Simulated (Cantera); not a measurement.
What does this Cantera script print?

```python
import numpy as np
import cantera as ct

gas = ct.Solution("gri30.yaml")
gas.TPX = 1425, 61000, {'CH3OH': 0.0028, 'O2': 0.02, 'N2': 1}
reactor = ct.IdealGasConstPressureReactor(gas, energy="off", clone=False)
net = ct.ReactorNet([reactor])
net.rtol, net.atol = 1e-08, 1e-18
show = ['CH3OH', 'O2', 'NO', 'C2H4', 'H2']
times = np.geomspace(1e-06, 10, 10)

steps = ct.SolutionArray(gas, extra=["t"])
rows = []
print(f"{'t/s':>10s}{'T/K':>9s}{'P/Pa':>11s}" + "".join(f"{s:>11s}" for s in show))
for t in times:
    while net.time < t:
        t_next = net.step()
        steps.append(gas.state, t=t_next)
    rows.append([np.interp(t, steps.t, y) for y in (steps.T, steps.P, *steps(*show).X.T)])
    print(f"{t:10.3e}{rows[-1][0]:9.1f}{rows[-1][1]:11.4g}" + "".join(f"{x:11.3e}" for x in rows[-1][2:]))
rate = np.gradient(steps.T, steps.t)
print("integrator steps:", len(steps.t))
if steps.T.max() > steps.T[0] + 200:
    print(f"time of steepest temperature rise: {steps.t[rate.argmax()]:.4e} s")
gas.TPX = 1425, 61000, {'CH3OH': 0.0028, 'O2': 0.02, 'N2': 1}
gas.equilibrate("TP")
print(f"equilibrium (TP): T = {gas.T:.1f} K  " + "  ".join(f"{s} {gas[s].X[0]:.3e}" for s in show))
```

Result:

```
       t/s      T/K       P/Pa      CH3OH         O2         NO       C2H4         H2
 1.000e-06   1425.0    6.1e+04  2.738e-03  1.955e-02  2.116e-19  1.814e-15  1.874e-10
 5.995e-06   1425.0    6.1e+04  2.737e-03  1.955e-02  1.145e-16  1.471e-13  1.775e-08
 3.594e-05   1425.0    6.1e+04  2.736e-03  1.955e-02  1.394e-14  6.498e-12  5.818e-07
 2.154e-04   1425.0    6.1e+04  2.719e-03  1.954e-02  2.573e-13  3.759e-10  7.904e-06
 1.292e-03   1425.0    6.1e+04  1.849e-03  1.913e-02  1.507e-11  5.881e-09  4.947e-04
 7.743e-03   1425.0    6.1e+04  1.804e-21  1.542e-02  6.487e-07 -1.148e-27  4.446e-05
 4.642e-02   1425.0    6.1e+04 -9.125e-20  1.542e-02  7.627e-07  6.607e-30  1.460e-06
 2.783e-01   1425.0    6.1e+04  8.661e-23  1.542e-02  7.804e-07 -2.454e-31  1.094e-07
 1.668e+00   1425.0    6.1e+04  2.515e-23  1.542e-02  7.835e-07 -9.247e-33  3.792e-08
 1.000e+01   1425.0    6.1e+04  1.124e-30  1.542e-02  7.910e-07  2.241e-40  3.734e-08
integrator steps: 2063
equilibrium (TP): T = 1425.0 K  CH3OH 1.447e-32  O2 1.530e-02  NO 2.511e-04  C2H4 5.380e-52  H2 3.750e-08
```

Model: GRI-Mech 3.0 (53 species, 325 reactions), integrated in Cantera. GRI-Mech 3.0 was tuned for natural gas; its chemistry of methanol as a main component is partial and can be far from experiment.
